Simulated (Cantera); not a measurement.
Cantera run:

```python
import numpy as np
import cantera as ct

gas_names = """
    B BH BH2 BH3 BO BO2 B2 B2O B2O2 B2O3 B3O3H3 H HBO HBO2 HO2 H2 H2O H2O2 H3B3O6 O OH O2 O3
""".split()
cond_names = """
    B(b) B(L) B2O3(L) B3O3H3(cr) H2O(s) H2O(L)
""".split()


def load(file, names, dense=False):
    # The tables refer to 1 bar. Condensed volumes are neglected.
    table = {s.name: s for s in ct.Species.list_from_file(file)}
    out = []
    for n in names:
        d = dict(table[n].input_data)
        d["thermo"] = dict(d["thermo"], **{"reference-pressure": 1e5})
        if dense:
            d["equation-of-state"] = {"model": "constant-volume", "density": "1e6 g/cm^3"}
        out.append(ct.Species.from_dict(d))
    return out


gas = ct.Solution(thermo="ideal-gas", species=load("nasa_gas.yaml", gas_names))
cond = {s.name: ct.Solution(thermo="fixed-stoichiometry", species=[s], name=s.name)
        for s in load("nasa_condensed.yaml", cond_names, dense=True)}
atoms = {
    'B': {'B': 1},
    'H2O': {'H': 2, 'O': 1},
    'H2': {'H': 2},
}
top_T = {}  # K; cautious upper limits of use, not melting points


def equilibrate(T, P, feed):
    n = {}
    for name, mol in feed.items():
        for a, k in atoms[name].items():
            n[a] = n.get(a, 0.0) + k * mol
    gas.TPX = T, P, n
    mass = sum(n.values()) * gas.mean_molecular_weight
    gas.equilibrate("TP")
    valid = [c for c in cond.values() if c.min_temp <= T <= top_T.get(c.name, c.max_temp)]
    mix = ct.Mixture([(gas, mass / gas.mean_molecular_weight)] + [(c, 0.0) for c in valid])
    mix.T, mix.P = T, P
    mix.equilibrate("TP", solver="vcs", rtol=1e-11, max_steps=5000)
    return mix


results = []
feed = {'B': 1, 'H2O': 0.12, 'H2': 0.49}  # mol
P = 1500  # Pa
for T in [1125, 1175, 1225, 1275, 1325, 1375, 1425, 1475, 1525, 1575, 1625]:
    mix = equilibrate(T, P, feed)
    results.append((T, P, feed, dict(zip(mix.species_names, mix.species_moles))))
    x = sorted(zip(gas.X, gas.species_names), reverse=True)
    print(f"T = {T:g} K  P = {P:g} Pa  gas = {mix.phase_moles(0):.4g} mol")
    print("   x: " + "  ".join(f"{s} {v:.3e}" for v, s in x if v > 0.001))
    print("   condensed (mol): " + ("  ".join(f"{mix.phase(i).name} {mix.phase_moles(i):.4g}"
          for i in range(1, mix.n_phases) if mix.phase_moles(i) > 1e-12) or "none"))
```

It prints:

```
T = 1125 K  P = 1500 Pa  gas = 0.6098 mol
   x: H2 9.991e-01
   condensed (mol): B(b) 0.9195  B2O3(L) 0.03948
T = 1175 K  P = 1500 Pa  gas = 0.6098 mol
   x: H2 9.989e-01
   condensed (mol): B(b) 0.9194  B2O3(L) 0.03943
T = 1225 K  P = 1500 Pa  gas = 0.61 mol
   x: H2 9.984e-01
   condensed (mol): B(b) 0.9193  B2O3(L) 0.03933
T = 1275 K  P = 1500 Pa  gas = 0.6103 mol
   x: H2 9.975e-01  HBO 1.624e-03
   condensed (mol): B(b) 0.9191  B2O3(L) 0.03912
T = 1325 K  P = 1500 Pa  gas = 0.6109 mol
   x: H2 9.955e-01  HBO 3.367e-03
   condensed (mol): B(b) 0.9187  B2O3(L) 0.0387
T = 1375 K  P = 1500 Pa  gas = 0.6122 mol
   x: H2 9.918e-01  HBO 6.602e-03
   condensed (mol): B(b) 0.918  B2O3(L) 0.03784
T = 1425 K  P = 1500 Pa  gas = 0.6147 mol
   x: H2 9.848e-01  HBO 1.230e-02  B2O2 1.418e-03
   condensed (mol): B(b) 0.9164  B2O3(L) 0.0361
T = 1475 K  P = 1500 Pa  gas = 0.6197 mol
   x: H2 9.718e-01  HBO 2.186e-02  B2O2 3.923e-03
   condensed (mol): B(b) 0.9135  B2O3(L) 0.0326
T = 1525 K  P = 1500 Pa  gas = 0.6298 mol
   x: H2 9.482e-01  HBO 3.711e-02  B2O2 1.012e-02  B2O3 2.391e-03
   condensed (mol): B(b) 0.9076  B2O3(L) 0.02551
T = 1575 K  P = 1500 Pa  gas = 0.6503 mol
   x: H2 9.058e-01  HBO 6.014e-02  B2O2 2.453e-02  B2O3 6.211e-03  HBO2 1.771e-03
   condensed (mol): B(b) 0.8961  B2O3(L) 0.01094
T = 1625 K  P = 1500 Pa  gas = 0.6667 mol
   x: H2 8.748e-01  HBO 7.662e-02  B2O2 3.662e-02  B2O3 7.990e-03  HBO2 2.009e-03  BO 1.037e-03
   condensed (mol): B(b) 0.8867
```

Cantera equilibrium calculation (NASA polynomials, part measured and part estimated; ideal gas, pure solids and liquids). Mutual solubility and eutectic melting of coexisting phases are not modelled. The tables' values for BH2 are old estimates; treat these amounts as uncertain.
